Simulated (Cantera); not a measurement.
A perfectly stirred reactor is fed with 13.3 % H2, 6.67 % O2, 80.0 % N2, equivalence ratio 1.0, at 1130 Torr; it is adiabatic with a 798 K inlet, and is followed from long to short residence time, starting on the burning branch (τ in s: 0.12, 0.052, 0.023, 0.0099, 0.0043, 0.0019, 0.00082, 0.00036, 0.00016, 6.8e-05).

Computed with Cantera and GRI-Mech 3.0 (53 species, 325 reactions).

### Question
Predict: blow-out, bracketed by the residence times tried; x(H2) at τ = 0.120 s; x(O2) at τ = 0.120 s; x(OH) at τ = 0.120 s; x(HO2) at τ = 0.120 s; x(O) at τ = 0.120 s; x(H2) at τ = 1.90 ms; x(O2) at τ = 1.90 ms; x(OH) at τ = 1.90 ms; x(HO2) at τ = 1.90 ms; x(O) at τ = 1.90 ms.

### Answer
| Quantity | Value |
|---|---|
| blow-out, bracketed by the residence times tried | burning at 68.0 µs, the shortest tried |
| x(H2) at τ = 0.120 s | 0.00298 |
| x(O2) at τ = 0.120 s | 0.00133 |
| x(OH) at τ = 0.120 s | 0.000769 |
| x(HO2) at τ = 0.120 s | 5.02e-7 |
| x(O) at τ = 0.120 s | 5.58e-5 |
| x(H2) at τ = 1.90 ms | 0.0103 |
| x(O2) at τ = 1.90 ms | 0.00509 |
| x(OH) at τ = 1.90 ms | 0.00236 |
| x(HO2) at τ = 1.90 ms | 3.43e-6 |
| x(O) at τ = 1.90 ms | 0.000761 |
